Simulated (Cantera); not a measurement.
An adiabatic, constant-volume homogeneous reactor starts with 2.02 % C₃H₈, 19.4 % O₂, 73.1 % N₂, 5.45 % H₂, equivalence ratio 0.66, at 1723 K and 0.210 bar.

Cantera simulation using GRI-Mech 3.0 (53 species, 325 reactions); the numbers are that mechanism's predictions, not measurements. GRI-Mech 3.0 was tuned for natural gas; its chemistry of propane as a main component is partial and can be far from experiment.

One state of this run: T (K) = 2721; P (bar) = 0.344; x C₃H₈ = <1e-12; x O₂ = 0.0613; x CO = 0.0250; x O = 0.0168; x HO₂ = 7.40e-6. x: mole fraction; the columns are a selection and need not sum to one.

Q: Which value of t (s) does it belong to?
(A) 5.72e-6
(B) 0.000187
(C) 1.37e-5
(D) 0.0836

A: D, 0.0836
